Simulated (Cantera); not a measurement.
An isothermal, constant-pressure homogeneous reactor starts with H2 : O2 : N2 = 1 : 1 : 6.9 (molar parts), at 898 K and 97.5 Torr.

Model: GRI-Mech 3.0 (53 species, 325 reactions), integrated in Cantera. Radical loss at walls, strong at low pressure, is not modelled. Below about 950 K walls govern HO2 and H2O2 in real vessels. The temperature is held fixed by assumption; the heat of reaction is taken as removed at once.

x: mole fraction; the columns are a selection and need not sum to one.

| t (s) | x H2 | x O2 | x N2O | x NO | x OH | x O |
|---|---|---|---|---|---|---|
| 3.00e-5 | 0.112 | 0.112 | <1e-12 | <1e-12 | <1e-12 | <1e-12 |
| 6.63e-5 | 0.112 | 0.112 | <1e-12 | <1e-12 | <1e-12 | <1e-12 |
| 0.000147 | 0.112 | 0.112 | <1e-12 | <1e-12 | <1e-12 | 1.06e-12 |
| 0.000324 | 0.112 | 0.112 | <1e-12 | <1e-12 | 1.10e-12 | 4.17e-12 |
| 0.000717 | 0.112 | 0.112 | <1e-12 | <1e-12 | 7.70e-12 | 2.98e-11 |
| 0.00158 | 0.112 | 0.112 | <1e-12 | <1e-12 | 3.34e-10 | 1.30e-9 |
| 0.00350 | 0.112 | 0.112 | 1.11e-12 | <1e-12 | 1.74e-6 | 5.32e-6 |
| 0.00775 | 0.00709 | 0.0628 | 3.22e-9 | 2.83e-7 | 0.000276 | 0.000309 |
| 0.0171 | 0.00216 | 0.0605 | 4.38e-9 | 2.85e-7 | 3.48e-5 | 3.94e-5 |
| 0.0379 | 0.00110 | 0.0600 | 4.97e-9 | 2.79e-7 | 1.32e-5 | 1.27e-5 |
| 0.0837 | 0.000599 | 0.0598 | 5.42e-9 | 2.63e-7 | 5.65e-6 | 4.29e-6 |
| 0.185 | ___ | 0.0597 | 5.75e-9 | ___ | ___ | ___ |
| 0.409 | 0.000190 | 0.0596 | 5.99e-9 | 1.81e-7 | 1.15e-6 | 4.65e-7 |
| 0.905 | 9.95e-5 | 0.0596 | 6.17e-9 | 1.34e-7 | 6.60e-7 | 1.68e-7 |
| 2.00 | 4.24e-5 | 0.0595 | 6.31e-9 | 9.57e-8 | 4.00e-7 | 5.14e-8 |

Question: What belongs in the gaps?

Answer: 
- 0.185, x H2: 0.000335
- 0.185, x NO: 2.31e-7
- 0.185, x OH: 2.45e-6
- 0.185, x O: 1.40e-6
